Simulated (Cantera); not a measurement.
Input: 1 mol V, 11 mol N2O, 13 mol N2, equilibrated at 1223.15 K and 0.890 bar.

Equilibrium computed with Cantera from the NASA thermochemical tables; the gas is ideal and each condensed phase is pure. Candidate condensed phases: V, VN, VO, V2O3, V2O4, V2O5; 13 gas species. Condensed phases not in the tables: the oxides between V2O3 and V2O5 other than VO2. Gases not in the tables: V4O10. Kinetics and transport are ignored.

Base state: N2 0.849, O2 0.150, NO 0.000204 (mole fractions); condensed: V2O5(l).

**Question.** What changes in the equilibrium state with this change: temperature from 1223.15 K to 1873 K?

**Answer.** 
| species | before | after |
|---|---|---|
| N2 | 0.849 | 0.840 |
| O2 | 0.150 | 0.155 |
| NO | 0.000204 | 0.00468 |
| VO2 | <1e-9 | 0.000112 |
| O | 1.67e-8 | 9.88e-5 |
| V2O5(l), mol | 0.500 | 0 |
| V2O4(l), mol | 0 | 0.498 |
